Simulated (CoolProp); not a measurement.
Model: reference Helmholtz-energy equation of state, Lemmon 2006, in CoolProp. It is a short technical equation, of lower accuracy than the large ones.

Task: For neopentane, give the phase and the density (kg/m³), cp (kJ/(kg K)), cv (kJ/(kg K)), Joule-Thomson coefficient (K/MPa) at 444.1 K and 7990 kPa.

Result: 
- 444.1 K and 7990 kPa: supercritical; density 408, cp 3.22, cv 2.35, Joule-Thomson coefficient 0.804
